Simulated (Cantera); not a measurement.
A perfectly stirred reactor is fed with CH4 : O2 : N2 = 1 : 2.17 : 8.17 (molar parts), equivalence ratio 0.92, at 9.87 atm; it is adiabatic with a 500 K inlet, and is followed from long to short residence time, starting on the burning branch (τ in s: 0.49, 0.16, 0.052, 0.017, 0.0055, 0.0018, 0.00059, 0.00019, 6.3e-05, 2.1e-05, 6.7e-06).

Model: GRI-Mech 3.0 (53 species, 325 reactions), integrated in Cantera.

x: mole fraction; the columns are a selection and need not sum to one.

```tsv
τ (s)	T (K)	x CH4	x O2	x H2O	x CH2CO	x NO	x C2H6
0.49	2308	1.12e-7	0.0142	0.173	3.03e-11	0.00371	<1e-12
0.16	2309	3.40e-7	0.0144	0.173	9.31e-11	0.00332	<1e-12
0.052	2310	(withheld)	0.0148	0.173	2.91e-10	(withheld)	<1e-12
0.017	2310	3.00e-6	0.0154	0.173	9.53e-10	0.00159	8.05e-12
0.0055	2306	8.60e-6	0.0160	0.173	3.53e-9	0.000847	6.53e-11
0.0018	2295	2.29e-5	0.0169	0.172	1.47e-8	0.000462	4.49e-10
0.00059	2269	5.59e-5	0.0184	0.171	6.29e-8	0.000288	2.52e-9
0.00019	2224	0.000133	0.0211	0.168	2.57e-7	0.000195	1.29e-8
6.3e-5	2155	0.000331	0.0254	0.164	1.00e-6	0.000128	7.00e-8
2.1e-5	2033	(withheld)	(withheld)	0.159	(withheld)	(withheld)	(withheld)
6.7e-6	500	0.0882	0.191	<1e-12	<1e-12	<1e-12	<1e-12
```

Complete the blanks.


- 0.052, x CH4: 1.02e-6
- 0.052, x NO: 0.00255
- 2.1e-5, x CH4: 0.00115
- 2.1e-5, x O2: 0.0348
- 2.1e-5, x CH2CO: 6.29e-6
- 2.1e-5, x NO: 5.83e-5
- 2.1e-5, x C2H6: 9.23e-7
